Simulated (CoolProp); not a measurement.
CH2F2 (R32) along the isotherm 362 K: fugacity coefficient from the reference equation and from simpler models built on Tc = 351.3 K, pc = 5.783 MPa, ω = 0.277; each cubic takes its own stable root.

Model: reference Helmholtz-energy equation of state, Tillner-Roth 1997, in CoolProp.

| p (MPa) | phase | reference |
|---|---|---|
| 1.81 | gas | 0.8939 |
| 3.61 | gas | 0.7935 |
| 5.42 | gas | 0.6956 |
| 7.23 | supercritical | 0.5938 |
| 9.04 | supercritical | 0.5014 |
| 10.8 | supercritical | 0.4389 |
| 12.6 | supercritical | 0.3927 |
| 14.5 | supercritical | 0.3564 |

How far does each simpler model (Redlich-Kwong, Soave-Redlich-Kwong, Peng-Robinson) lie from the reference over these 8 states: mean and median of the absolute difference, and the worst?


- Redlich-Kwong: mean 5.4 %, median 4.9 %, worst +10.3 % at 362 K and 14.5 MPa
- Soave-Redlich-Kwong: mean 6.9 %, median 6.8 %, worst +12.9 % at 362 K and 14.5 MPa
- Peng-Robinson: mean 2.6 %, median 2.2 %, worst +6.1 % at 362 K and 14.5 MPa
